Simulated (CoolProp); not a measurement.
A single-stage vapour-compression cycle with CH2F2 (R32): evaporating at 209.15 K (dew point), condensing at 251.15 K (bubble point), superheat 2 K, subcooling 2 K, compressor efficiency 0.8, no pressure losses. Each further row changes one setting.

The numbers come from the reference Helmholtz-energy equation of state, Tillner-Roth 1997 in CoolProp.

```csv
case,cooling COP,pressure ratio,discharge temperature (K),refrigerating effect (kJ/kg),volumetric capacity (kJ/m³)
as stated,…,7.27,339.7,332,523
evaporating temperature 214.15 K,…,…,…,335,687
condensing temperature 246.15 K,…,5.97,…,340,536
subcooling 7 K,3.38,7.27,339.7,340,536
superheat 12 K,3.22,7.27,353.5,340,509
compressor efficiency 0.7,…,7.27,355.0,332,523
```

### Question
What belongs in the gaps?

### Answer

- as stated, cooling COP: 3.30
- evaporating temperature 214.15 K, cooling COP: 3.93
- evaporating temperature 214.15 K, pressure ratio: 5.48
- evaporating temperature 214.15 K, discharge temperature (K): 325.9
- condensing temperature 246.15 K, cooling COP: 3.83
- condensing temperature 246.15 K, discharge temperature (K): 325.8
- compressor efficiency 0.7, cooling COP: 2.89
